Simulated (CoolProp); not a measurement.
n-octane along the isobar 579 kPa: fugacity coefficient from the reference equation and from simpler models built on Tc = 295.6 °C, pc = 2484 kPa, ω = 0.398; each cubic takes its own stable root.

Computed with CoolProp (reference Helmholtz-energy equation of state, Beckmüller 2019).

```tsv
T (°C)	phase	reference
174.75	liquid	0.5170
190.35	liquid	0.6867
206.05	gas	0.8459
221.65	gas	0.8631
237.35	gas	0.8777
252.95	gas	0.8902
268.65	gas	0.9012
284.25	gas	0.9106
299.95	gas	0.9190
315.55	gas	0.9264
331.25	gas	0.9330
346.85	gas	0.9389
```

Q: How far does each simpler model (van der Waals, Redlich-Kwong, Soave-Redlich-Kwong, Peng-Robinson) lie from the reference over these 12 states: mean and median of the absolute difference, and the worst?

A: 
- van der Waals: mean 10.4 %, median 2.7 %, worst +69.9 % at 174.75 °C and 579 kPa
- Redlich-Kwong: mean 7.7 %, median 1.2 %, worst +56.2 % at 174.75 °C and 579 kPa
- Soave-Redlich-Kwong: mean 1.1 %, median 0.7 %, worst +2.9 % at 190.35 °C and 579 kPa
- Peng-Robinson: mean 0.4 %, median 0.3 %, worst +0.9 % at 190.35 °C and 579 kPa

At some of these states van der Waals, Redlich-Kwong gives the other phase, because its saturation line lies elsewhere.
